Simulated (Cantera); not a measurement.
A diamond (100) surface in a fixed gas of H2 with x(CH4) = 0.026, x(H) = 0.0019, x(CH3) = 1.1e-05, at 1175 K; coverages are run to steady state.

Computed with Cantera and the Harris–Goodwin 1993 mechanism for the reconstructed diamond (100) surface.

θ: site fractions in the mechanism's names (c6HH fully hydrogenated, c6H* and c6*H radical sites, c6** diradical, c6HM methylated).

```json
[
 {"P (Pa)": "640", "growth (µm/h)": "0.00563", "θ c6HH": "0.466", "θ c6H*": "0.0353", "θ c6*H": "0.475", "θ c6**": "0.0239", "θ c6HM": "(withheld)"},
 {"P (Pa)": "960", "growth (µm/h)": "0.00977", "θ c6HH": "0.466", "θ c6H*": "0.0353", "θ c6*H": "0.475", "θ c6**": "0.0239", "θ c6HM": "(withheld)"},
 {"P (Pa)": "1400", "growth (µm/h)": "0.0168", "θ c6HH": "0.466", "θ c6H*": "0.0353", "θ c6*H": "0.475", "θ c6**": "0.0239", "θ c6HM": "(withheld)"},
 {"P (Pa)": "2100", "growth (µm/h)": "0.0309", "θ c6HH": "0.466", "θ c6H*": "0.0353", "θ c6*H": "0.475", "θ c6**": "0.0239", "θ c6HM": "(withheld)"},
 {"P (Pa)": "3200", "growth (µm/h)": "0.0598", "θ c6HH": "0.466", "θ c6H*": "0.0353", "θ c6*H": "0.475", "θ c6**": "0.0239", "θ c6HM": "(withheld)"},
 {"P (Pa)": "4700", "growth (µm/h)": "0.111", "θ c6HH": "0.466", "θ c6H*": "0.0353", "θ c6*H": "0.475", "θ c6**": "0.0239", "θ c6HM": "(withheld)"},
 {"P (Pa)": "7100", "growth (µm/h)": "0.215", "θ c6HH": "0.466", "θ c6H*": "0.0353", "θ c6*H": "0.474", "θ c6**": "0.0239", "θ c6HM": "(withheld)"},
 {"P (Pa)": "11000", "growth (µm/h)": "0.430", "θ c6HH": "0.466", "θ c6H*": "0.0353", "θ c6*H": "0.474", "θ c6**": "0.0239", "θ c6HM": "(withheld)"}
]
```

Q: Some entries are withheld; supply them.

A: 
- 640, θ c6HM: 4.36e-5
- 960, θ c6HM: 6.47e-5
- 1400, θ c6HM: 9.27e-5
- 2100, θ c6HM: 0.000135
- 3200, θ c6HM: 0.000197
- 4700, θ c6HM: 0.000273
- 7100, θ c6HM: 0.000378
- 11000, θ c6HM: 0.000516
